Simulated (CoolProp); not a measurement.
Vapour-liquid equilibrium of n-pentane (1) + benzene (2) at 8.04 bar; x and y are mole fractions of (1).

Values from CoolProp's multi-fluid Helmholtz-energy mixture model, Thol 2019 and Thol 2012; pair parameters Bell 2016.

```json
[
 {"x": "0.05", "bubble temperature, mixture model (K)": "433.7", "bubble temperature, Raoult's law (K)": "435.5", "y, mixture model": "0.135", "y, Raoult's law": "0.122"},
 {"x": "0.15", "bubble temperature, mixture model (K)": "424.1", "bubble temperature, Raoult's law (K)": "427.9", "y, mixture model": "0.335", "y, Raoult's law": "0.322"},
 {"x": "0.25", "bubble temperature, mixture model (K)": "416.6", "bubble temperature, Raoult's law (K)": "421.2", "y, mixture model": "0.477", "y, Raoult's law": "0.478"},
 {"x": "0.35", "bubble temperature, mixture model (K)": "410.7", "bubble temperature, Raoult's law (K)": "415.2", "y, mixture model": "0.582", "y, Raoult's law": "0.601"},
 {"x": "0.45", "bubble temperature, mixture model (K)": "405.8", "bubble temperature, Raoult's law (K)": "409.7", "y, mixture model": "0.667", "y, Raoult's law": "0.700"},
 {"x": "0.55", "bubble temperature, mixture model (K)": "401.6", "bubble temperature, Raoult's law (K)": "404.8", "y, mixture model": "0.738", "y, Raoult's law": "0.780"},
 {"x": "0.65", "bubble temperature, mixture model (K)": "397.9", "bubble temperature, Raoult's law (K)": "400.3", "y, mixture model": "0.802", "y, Raoult's law": "0.845"},
 {"x": "0.75", "bubble temperature, mixture model (K)": "394.6", "bubble temperature, Raoult's law (K)": "396.2", "y, mixture model": "0.860", "y, Raoult's law": "0.900"},
 {"x": "0.85", "bubble temperature, mixture model (K)": "391.5", "bubble temperature, Raoult's law (K)": "392.4", "y, mixture model": "0.917", "y, Raoult's law": "0.945"},
 {"x": "0.95", "bubble temperature, mixture model (K)": "388.6", "bubble temperature, Raoult's law (K)": "388.9", "y, mixture model": "0.972", "y, Raoult's law": "0.983"}
]
```

The largest gap from Raoult's law is -4.6 K in bubble temperature, at x = 0.25. No azeotrope shows between x = 0.05 and 0.95.

Pair parameters are fitted to limited data, so mixtures are less certain than the pure fluids.
